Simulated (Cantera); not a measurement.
A closed system holds: 1 mol Si3N4, 0.29 mol N2O, 5.4 mol H2, at 0.00278 Torr.

Method: chemical equilibrium by Gibbs-energy minimisation in Cantera with the NASA 1993 tables (ideal gas, pure condensed phases). Candidate condensed phases: H2O, Si, SiO2, Si2N2O, Si3N4; 35 gas species. Mutual solubility and eutectic melting of coexisting phases are not modelled. Rates play no part.

Q: What share of the Si ends up in condensed phases as a function of T (K), at 923, 1073, 1223, 1373, 1523, 1673, 1823, 1973, 2123?

A: 
| T (K) | Si condensed (%) | as |
|---|---|---|
| 923 | 100.0 | Si2N2O(s) + Si3N4(s) |
| 1073 | 100.0 | Si2N2O(s) + Si3N4(s) |
| 1223 | 100.0 | Si2N2O(s) + Si3N4(s) |
| 1373 | 93.9 | Si(s) + Si2N2O(s) |
| 1523 | 89.0 | Si(s) |
| 1673 | 55.0 | Si(s) |
| 1823 | 0.0 | - |
| 1973 | 0.0 | - |
| 2123 | 0.0 | - |
